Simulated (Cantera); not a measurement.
What does this Cantera script print?

```python
import numpy as np
import cantera as ct

gas_names = [...]  # 109 gases of nasa_gas.yaml made of C, Cl, H, Si
cond_names = """
    C(gr) C6H6(L) C7H8(L) C8H18(L),n-octa Si(cr) Si(L) SiC(b)
""".split()


# ... load() reads the species with a 1 bar reference pressure and builds the phases ...
atoms = {
    'SiH2Cl2': {'Si': 1, 'H': 2, 'CL': 2},
    'C2H4': {'C': 2, 'H': 4},
    'H2': {'H': 2},
}
top_T = {'C(gr)': 4500, 'SiC(b)': 3050}  # K; cautious upper limits of use, not melting points


# ... equilibrate(T, P, feed) seeds the gas with the atoms and calls Mixture.equilibrate('TP', solver="vcs", rtol=1e-11, max_steps=5000) ...
results = []
T = 2323  # K
P = 31000  # Pa
for m in [62, 240, 430, 610, 790, 970, 1200, 1300, 1500, 1700]:
    feed = {'SiH2Cl2': 1, 'C2H4': 0.39, 'H2': m}  # mol
    mix = equilibrate(T, P, feed)
    results.append((T, P, feed, dict(zip(mix.species_names, mix.species_moles))))

top = {s: max(r[3][s] / sum(r[3][g] for g in gas_names) for r in results) for s in gas_names}
cols = sorted((s for s in top if top[s] > 1e-06), key=lambda s: -top[s])[:7]
seen = [c for c in cond_names if any(r[3].get(c, 0) > 1e-12 for r in results)]
print("log10 of partial pressures in bar; condensed amounts in mol")
print(f"{'n(H2)':>10s}" + "".join(f"{s[:9]:>10s}" for s in cols + seen))
for T, P, feed, n in results:
    ng = sum(n[g] for g in gas_names)
    print(f"{feed['H2']:10.4g}" + "".join(f"{np.log10(max(n[s] / ng * P / 1e5, 1e-99)):10.3f}" for s in cols)
          + "".join(f"{n.get(c, 0):10.4g}" for c in seen))
```

Result:

```
log10 of partial pressures in bar; condensed amounts in mol
     n(H2)        H2       HCL         H        Si     SiCL2 C2H2,acet        CL    SiC(b)
        62    -0.532    -2.059    -2.229    -3.190    -3.598    -3.983    -3.899    0.7196
       240    -0.522    -2.612    -2.224    -3.330    -4.853    -3.695    -4.457    0.4037
       430    -0.520    -2.860    -2.223    -3.359    -5.381    -3.635    -4.707   0.02618
       610    -0.519    -3.009    -2.223    -3.475    -5.797    -3.758    -4.856         0
       790    -0.519    -3.120    -2.222    -3.574    -6.117    -3.862    -4.967         0
       970    -0.519    -3.208    -2.222    -3.654    -6.375    -3.946    -5.056         0
      1200    -0.518    -3.300    -2.222    -3.740    -6.644    -4.035    -5.147         0
      1300    -0.518    -3.334    -2.222    -3.772    -6.745    -4.069    -5.182         0
      1500    -0.518    -3.396    -2.222    -3.831    -6.928    -4.130    -5.244         0
      1700    -0.518    -3.450    -2.222    -3.883    -7.088    -4.183    -5.298         0
```

These are equilibrium values from Cantera (NASA tables, ideal gas, pure condensed phases), not measurements of a reactor. The tables' values for SiCl are old estimates; treat these amounts as uncertain. Gases not in the tables: Si2H6 and higher silanes.
